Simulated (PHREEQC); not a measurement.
PHREEQC input (ion-association model, wateq4f.dat):

```
SOLUTION_MASTER_SPECIES
  An  An-  0  An  62.0  # stands for a non-complexing anion
SOLUTION_SPECIES
  An- = An-
    -log_k 0
    -gamma 3.0 0
PHASES
  Fix_H+
    H+ = H+
    -log_k 0
SOLUTION 1
  temp 25
  units mmol/kgw
  pH 7 charge
  Cl 0.0128
  Mg 0.004
  Ba 0.0024
  Na 1
  An 1
END
SELECTED_OUTPUT 1
  -reset false
  -pH true
  -pe true
  -ionic_strength true
  -water true
  -totals Ba Cl Mg Na
  -molalities Hfo_wOH Hfo_wOH2+ Hfo_wO- Hfo_sOH Hfo_sOH2+ Hfo_sO- Hfo_sOHBa+2 Hfo_wOBa+ Hfo_wOMg+
  -saturation_indices Brucite Halite
USER_PUNCH 1
  -headings sigma psi
  10 PUNCH EDL("sigma", "Hfo"), EDL("psi", "Hfo")
PRINT
  -reset false
USE solution 1
SURFACE 1
  Hfo_wOH 2.47191e-05 600 0.011
  Hfo_sOH 6.17978e-07
EQUILIBRIUM_PHASES 1
  Fix_H+ -3 HAn 10
    -force_equality true
  O2(g) -0.68 10
END
# ... the last block is repeated for the other 16 points of pH, with NaOH or the acid as the point needs
```

Selected output (columns that matter, 16 of 17 rows; pH added in front):

```
pH	mu	Ba	Mg	Na	m_Hfo_wOH	m_Hfo_wOH2+	m_Hfo_wO-	m_Hfo_sOH	m_Hfo_sOH2+	m_Hfo_sO-	si_Brucite	si_Halite	sigma	psi
3	0.0020761	2.4e-06	4e-06	0.001	7.7261e-06	1.6912e-05	8.0857e-08	1.9315e-07	4.228e-07	2.0214e-09	-16.323	-9.5186	0.25223	0.23365
3.38	0.0014597	2.4e-06	4e-06	0.001	1.153e-05	1.2954e-05	2.351e-07	2.8825e-07	3.2385e-07	5.8775e-09	-15.551	-9.5119	0.1906	0.22831
3.75	0.0012086	2.4e-06	4e-06	0.001	1.4239e-05	1.0016e-05	4.6374e-07	3.5598e-07	2.504e-07	1.1593e-08	-14.805	-9.5087	0.14315	0.21845
4.12	0.0011014	2.4e-06	4e-06	0.001	1.6083e-05	7.8848e-06	7.5151e-07	4.0207e-07	1.9712e-07	1.8788e-08	-14.062	-9.5072	0.1069	0.20584
4.5	0.0010546	2.4e-06	4e-06	0.001	1.7318e-05	6.3131e-06	1.0883e-06	4.3294e-07	1.5783e-07	2.7207e-08	-13.3	-9.5065	0.078299	0.19097
4.88	0.0010348	2.4e-06	4e-06	0.001	1.8079e-05	5.2e-06	1.44e-06	4.5198e-07	1.3e-07	3.5999e-08	-12.54	-9.5063	0.056346	0.17458
5.25	0.0010264	2.4e-06	4e-06	0.001	1.851e-05	4.4419e-06	1.7671e-06	4.6275e-07	1.1105e-07	4.4177e-08	-11.8	-9.5061	0.040084	0.15735
5.62	0.0010226	2.4e-06	4e-06	0.001	1.8746e-05	3.9185e-06	2.0545e-06	4.6865e-07	9.7963e-08	5.1361e-08	-11.059	-9.5061	0.027935	0.139
6.38	0.0010201	2.3999e-06	3.9999e-06	0.001	1.8929e-05	3.3119e-06	2.4784e-06	4.7312e-07	8.2779e-08	6.1947e-08	-9.5394	-9.506	0.012495	0.098616
6.75	0.0010197	2.3993e-06	3.9996e-06	0.001	1.8955e-05	3.1526e-06	2.6109e-06	4.7339e-07	7.8732e-08	6.5205e-08	-8.7994	-9.506	0.0081424	0.078031
7.12	0.0010194	2.3967e-06	3.9976e-06	0.001	1.8966e-05	3.0402e-06	2.7105e-06	4.7165e-07	7.5605e-08	6.7404e-08	-8.0596	-9.506	0.0050727	0.05709
7.5	0.0010194	2.3826e-06	3.9869e-06	0.0010002	1.8964e-05	2.9411e-06	2.8012e-06	4.6101e-07	7.1497e-08	6.8096e-08	-7.3008	-9.506	0.0027951	0.035459
7.88	0.0010198	2.321e-06	3.9295e-06	0.001001	1.8919e-05	2.7881e-06	2.941e-06	4.1375e-07	6.0973e-08	6.4318e-08	-6.5472	-9.5056	0.0010556	0.014292
8.25	0.0010205	2.1682e-06	3.6801e-06	0.001003	1.8687e-05	2.4591e-06	3.253e-06	2.9615e-07	3.8972e-08	5.1553e-08	-5.8358	-9.5048	-0.00034244	-0.0046883
8.62	0.0010221	1.9913e-06	2.9258e-06	0.0010074	1.788e-05	1.8918e-06	3.8714e-06	1.5968e-07	1.6894e-08	3.4574e-08	-5.1958	-9.5029	-0.0015737	-0.020971
9	0.0010268	1.8724e-06	1.6632e-06	0.0010163	1.6292e-05	1.2609e-06	4.8225e-06	7.0646e-08	5.4676e-09	2.0911e-08	-4.6821	-9.4991	-0.0028014	-0.035417
```

Species that the database lacks are ignored. The oxide is taken as insoluble; below pH 4 it would dissolve.
